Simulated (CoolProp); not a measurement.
Values from CoolProp's reference Helmholtz-energy equation of state, Tillner-Roth 1997.

Problem. Give the vapour pressure (MPa), liquid density (kg/m³), vapour viscosity (µPa s) of saturated CH2F2 (R32) at 201.5 K.

Solution. 
| T (K) | p (MPa) | liquid density (kg/m³) | vapour viscosity (µPa s) |
|---|---|---|---|
| 201.5 | 0.0325 | 1270 | 8.94 |

Viscosity comes from a separate model (Bell 2016), an estimate that may be off by 10 % or more.
